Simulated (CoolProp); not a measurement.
Values from CoolProp's reference Helmholtz-energy equation of state, de Reuck 1990.

### Question
For fluorine, give the phase and the cv (kJ/(kg K)), isothermal compressibility (1/MPa), fugacity coefficient at -165.25 °C and 510 kPa.

### Answer
- -165.25 °C and 510 kPa: gas; cv 0.596, isothermal compressibility 2.16, fugacity coefficient 0.921
